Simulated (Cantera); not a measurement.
Input: 1 mol V, 5.5 mol H2O, equilibrated at 1.10 Pa.

Cantera equilibrium calculation (NASA polynomials, part measured and part estimated; ideal gas, pure solids and liquids). Candidate condensed phases: H2O, V, VO, V2O3, V2O4, V2O5; 12 gas species. Condensed phases not in the tables: the oxides between V2O3 and V2O5 other than VO2. The numbers say what is thermodynamically allowed, not how fast it happens.

x: gas mole fraction; n: condensed amount in mol.

```
T (K)  x H2O   x H2      x H    x VO2      x OH       x O      x O2  n V2O3(s)
-----  -----  -----  -------  -------  --------  --------  --------  ---------
1548   0.721  0.271  0.00483  0.00309  0.000430   6.52e-6   8.02e-6      0.491
1598   0.711  0.270  0.00834  0.00971  0.000855   2.20e-5   2.65e-5      0.473
1648   0.685  0.271   0.0140   0.0280   0.00159   6.69e-5   7.67e-5      0.420
1698   0.625  0.276   0.0229   0.0728   0.00267  0.000177  0.000181      0.281
1748   0.522  0.286   0.0368    0.150   0.00393  0.000399  0.000325          0
1798   0.511  0.276      ___    0.149       ___       ___       ___          0
1848   0.493  0.263   0.0820    0.146    0.0113   0.00268   0.00221          0
1898   0.462  0.250      ___    0.141       ___       ___       ___          0
1948   0.413  0.235    0.165    0.135    0.0263    0.0137    0.0104          0
1998   0.346  0.220    0.227    0.126    0.0354    0.0267    0.0181          0
```

Question: Some entries are withheld; supply them.

Answer: 
- 1798, x H: 0.0557
- 1798, x OH: 0.00679
- 1798, x O: 0.00106
- 1798, x O2: 0.000874
- 1898, x H: 0.118
- 1898, x OH: 0.0178
- 1898, x O: 0.00632
- 1898, x O2: 0.00510
